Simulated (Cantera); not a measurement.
A closed system holds: 1 mol Si, 0.63 mol HCl, 2.7 mol H₂, equilibrated at 0.610 bar.

Equilibrium computed with Cantera from the NASA thermochemical tables; the gas is ideal and each condensed phase is pure. Candidate condensed phases: Si; 19 gas species. The numbers say what is thermodynamically allowed, not how fast it happens.

Question: What share of the Si ends up in condensed phases as a function of T (K), at 648, 748, 848, 948, 1048, 1148, 1248, 1348, 1448, 1548, 1648?

Answer: 
```json
[
 {"T (K)": "648", "Si condensed (%)": "82.2", "as": "Si(s)"},
 {"T (K)": "748", "Si condensed (%)": "82.2", "as": "Si(s)"},
 {"T (K)": "848", "Si condensed (%)": "82.4", "as": "Si(s)"},
 {"T (K)": "948", "Si condensed (%)": "82.8", "as": "Si(s)"},
 {"T (K)": "1048", "Si condensed (%)": "83.5", "as": "Si(s)"},
 {"T (K)": "1148", "Si condensed (%)": "84.4", "as": "Si(s)"},
 {"T (K)": "1248", "Si condensed (%)": "85.4", "as": "Si(s)"},
 {"T (K)": "1348", "Si condensed (%)": "86.0", "as": "Si(s)"},
 {"T (K)": "1448", "Si condensed (%)": "86.0", "as": "Si(s)"},
 {"T (K)": "1548", "Si condensed (%)": "85.8", "as": "Si(s)"},
 {"T (K)": "1648", "Si condensed (%)": "85.5", "as": "Si(s)"}
]
```
